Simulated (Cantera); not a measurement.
Cantera run, input and output.

```python
import numpy as np
import cantera as ct

gas = ct.Solution("gri30.yaml")
gas.TPX = 800, 34000, {'CH4': 1, 'O2': 2.78, 'N2': 30.6}
inlet = ct.Reservoir(gas, clone=True)
gas.equilibrate("HP")  # start burning
reactor = ct.IdealGasConstPressureReactor(gas, energy="on", clone=False)
exhaust = ct.Reservoir(gas, clone=True)
tau = [0.065, 0.027, 0.011, 0.0048, 0.002, 0.00085, 0.00036, 0.00015, 6.3e-05, 2.7e-05, 1.1e-05, 4.7e-06][0]
for a, b in ((inlet, reactor), (reactor, exhaust)):
    ct.MassFlowController(a, b, mdot=lambda t: reactor.mass / tau)
net = ct.ReactorNet([reactor])
show = ['CH4', 'O2', 'CH3', 'CO2', 'CH2CO']

rows = []
print(f"{'tau/s':>10s}{'T/K':>9s}" + "".join(f"{s:>11s}" for s in show))
for tau in [0.065, 0.027, 0.011, 0.0048, 0.002, 0.00085, 0.00036, 0.00015, 6.3e-05, 2.7e-05, 1.1e-05, 4.7e-06]:
    net.initial_time = 0.0
    net.advance(30 * tau)
    before = gas.X
    net.advance(40 * tau)
    drift = np.max(np.abs(gas.X - before) / (gas.X + 1e-9))
    rows.append([gas.T, *gas[show].X, drift])
    print(f"{tau:10.3e}{gas.T:9.1f}" + "".join(f"{x:11.3e}" for x in gas[show].X))
```

Output:

```
     tau/s      T/K        CH4         O2        CH3        CO2      CH2CO
 6.500e-02   1451.9  3.541e-05  2.321e-02  3.258e-06  2.792e-02  3.411e-09
 2.700e-02   1438.0  6.238e-05  2.371e-02  5.249e-06  2.709e-02  6.949e-09
 1.100e-02   1415.7  1.179e-04  2.462e-02  9.029e-06  2.565e-02  1.599e-08
 4.800e-03   1384.9  2.372e-04  2.617e-02  1.646e-05  2.333e-02  4.238e-08
 2.000e-03   1331.7  6.887e-04  2.989e-02  4.175e-05  1.829e-02  2.327e-07
 8.500e-04    800.0  2.909e-02  8.086e-02  3.289e-13 -1.070e-15 -4.784e-19
 3.600e-04    800.0  2.909e-02  8.086e-02  1.394e-13 -5.809e-19 -2.598e-22
 1.500e-04    800.0  2.909e-02  8.086e-02  5.803e-14  2.538e-24  1.135e-27
 6.300e-05    800.0  2.909e-02  8.086e-02  2.437e-14  1.375e-29 -2.784e-32
 2.700e-05    800.0  2.909e-02  8.086e-02  1.044e-14  5.007e-30  3.253e-36
 1.100e-05    800.0  2.909e-02  8.086e-02  4.190e-15  4.836e-31 -3.457e-38
 4.700e-06    800.0  2.909e-02  8.086e-02  1.818e-15  1.331e-32  2.412e-42
```

Cantera simulation using GRI-Mech 3.0 (53 species, 325 reactions); the numbers are that mechanism's predictions, not measurements.
